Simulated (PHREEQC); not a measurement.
# Nickel, zinc or cadmium bath

Dissolve 26 mmol/kgw ZnCl2, 1.1 mmol/kgw H3BO3 and 0.11 mmol/kgw FeSO4 at 20 °C. Closed to the air; pH follows from the charge balance.

Model: ion-association model, phreeqc.dat, run in PHREEQC.

- pH = 5.35
- ionic strength = 0.0759 mol/kgw
- specific conductance = 4650 µS/cm
- density = 1.001 g/cm³

```tsv
species	molality	activity	log γ
Cl-	0.0508	0.0400	-0.104
Zn+2	0.0248	0.0102	-0.384
ZnCl+	0.00112	0.000881	-0.102
H3BO3	0.00110	0.00112	0.008
Fe+2	0.000107	4.64e-5	-0.361
SO4-2	5.69e-5	2.33e-5	-0.387
ZnSO4	5.29e-5	5.38e-5	0.008
ZnCl2	3.56e-5	3.62e-5	0.008
H+	5.31e-6	4.45e-6	-0.077
FeCl+	3.21e-6	2.56e-6	-0.098
ZnOHCl	2.99e-6	3.05e-6	0.008
ZnOH+	2.15e-6	1.71e-6	-0.098
ZnCl3-	1.99e-6	1.58e-6	-0.102
FeSO4	1.72e-7	1.75e-7	0.008
```

Precipitation was switched off in this run. Species that the database lacks are ignored.
